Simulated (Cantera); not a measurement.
Input: 1 mol C2H4, 1.1 mol NH3, 5.8 mol N2, 0.032 mol H2O, equilibrated at 37.0 Pa.

These are equilibrium values from Cantera (NASA tables, ideal gas, pure condensed phases), not measurements of a reactor. Candidate condensed phases: C, C6H6, C7H8, C8H18, H2O; 136 gas species. The numbers say what is thermodynamically allowed, not how fast it happens.

Q: What share of the C ends up in condensed phases as a function of T (°C), at 1402, 1552, 1702, 1852, 2002, 2152, 2302, 2452?

A: 
```csv
T (°C),C condensed (%),as
1402,97.6,C(graphite)
1552,96.6,C(graphite)
1702,94.9,C(graphite)
1852,92.3,C(graphite)
2002,89.0,C(graphite)
2152,84.8,C(graphite)
2302,72.3,C(graphite)
2452,0.0,-
```
